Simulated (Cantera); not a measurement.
Input (Python, Cantera) and output of one run.

```python
import numpy as np
import cantera as ct

gas_names = """
    H HO2 H2 H2O H2O2 Nb NbO NbO2 O OH O2 O3
""".split()
cond_names = """
    H2O(s) H2O(L) Nb(cr) Nb(L) NbO(s) NbO(L) NbO2(I) NbO2(II) NbO2(III) NbO2(L) Nb2O5(s) Nb2O5(L)
""".split()


# ... load() reads the species with a 1 bar reference pressure and builds the phases ...
atoms = {
    'Nb2O5': {'Nb': 2, 'O': 5},
    'H2': {'H': 2},
    'H2O': {'H': 2, 'O': 1},
}
top_T = {}  # K; cautious upper limits of use, not melting points


# ... equilibrate(T, P, feed) seeds the gas with the atoms and calls Mixture.equilibrate('TP', solver="vcs", rtol=1e-11, max_steps=5000) ...
results = []
feed = {'Nb2O5': 1, 'H2': 7.7, 'H2O': 0.048}  # mol
P = 56  # Pa
for T in [1423, 1448, 1473, 1498, 1523, 1548, 1573, 1598, 1623, 1648, 1673, 1698, 1723]:
    mix = equilibrate(T, P, feed)
    results.append((T, P, feed, dict(zip(mix.species_names, mix.species_moles))))

top = {s: max(r[3][s] / sum(r[3][g] for g in gas_names) for r in results) for s in gas_names}
cols = sorted((s for s in top if top[s] > 1e-05), key=lambda s: -top[s])[:8]
seen = [c for c in cond_names if any(r[3].get(c, 0) > 1e-12 for r in results)]
print("log10 of partial pressures in bar; condensed amounts in mol")
print(f"{'T/K':>10s}" + "".join(f"{s[:9]:>10s}" for s in cols + seen))
for T, P, feed, n in results:
    ng = sum(n[g] for g in gas_names)
    print(f"{T:10.4g}" + "".join(f"{np.log10(max(n[s] / ng * P / 1e5, 1e-99)):10.3f}" for s in cols)
          + "".join(f"{n.get(c, 0):10.4g}" for c in seen))
```

It prints:

```
log10 of partial pressures in bar; condensed amounts in mol
       T/K        H2       H2O         H        OH      NbO2 NbO2(III)  Nb2O5(s)
      1423    -3.281    -4.445    -6.818    -9.646   -11.271    0.8976    0.5512
      1448    -3.284    -4.401    -6.677    -9.418   -10.914     1.003    0.4987
      1473    -3.287    -4.359    -6.542    -9.198   -10.570     1.114    0.4431
      1498    -3.291    -4.319    -6.410    -8.986   -10.237     1.231    0.3846
      1523    -3.295    -4.281    -6.284    -8.781    -9.916     1.354    0.3232
      1548    -3.299    -4.244    -6.161    -8.582    -9.606     1.482     0.259
      1573    -3.303    -4.209    -6.043    -8.391    -9.305     1.616    0.1922
      1598    -3.308    -4.175    -5.928    -8.205    -9.015     1.754    0.1228
      1623    -3.313    -4.143    -5.817    -8.025    -8.734     1.898    0.0511
      1648    -3.317    -4.121    -5.709    -7.861    -8.461         2         0
      1673    -3.317    -4.122    -5.602    -7.725    -8.197         2         0
      1698    -3.318    -4.122    -5.499    -7.592    -7.942         2         0
      1723    -3.318    -4.122    -5.398    -7.463    -7.693         2         0
```

Equilibrium computed with Cantera from the NASA thermochemical tables; the gas is ideal and each condensed phase is pure. Mutual solubility and eutectic melting of coexisting phases are not modelled. Condensed phases not in the tables: the oxides between NbO2 and Nb2O5.
